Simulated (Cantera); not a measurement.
An isothermal, constant-pressure homogeneous reactor starts with CH4 : H2O = 1 : 1.3 (molar parts), at 1625 K and 17.0 bar. Integrator tolerance rtol = 1e-08.

Cantera simulation using GRI-Mech 3.0 (53 species, 325 reactions); the numbers are that mechanism's predictions, not measurements. The pressure lies above the range GRI-Mech 3.0 was tuned for (to about 10 atm).

Question: What does this change do: H2O 1.3 to 1 parts?

Answer: 
| quantity | before | after |
|---|---|---|
| x(CH4) at 2.00 s | 0.0909 (gas-phase equilibrium 0.000385) | 0.121 (gas-phase equilibrium 0.00587) |
| x(H2O) at 2.00 s | 0.169 (gas-phase equilibrium 0.0636) | 0.126 (gas-phase equilibrium 0.00533) |
| x(H2) at 2.00 s | 0.559 (gas-phase equilibrium 0.704) | 0.567 (gas-phase equilibrium 0.742) |
| x(C2H4) at 2.00 s | 0.00230 (gas-phase equilibrium 2.62e-8) | 0.00394 (gas-phase equilibrium 5.49e-6) |
| x(H2O2) at 2.00 s | <1e-12 (gas-phase equilibrium <1e-12) | <1e-12 (gas-phase equilibrium <1e-12) |
| x(H) at 2.00 s | 1.29e-5 (gas-phase equilibrium 1.45e-5) | 1.30e-5 (gas-phase equilibrium 1.48e-5) |
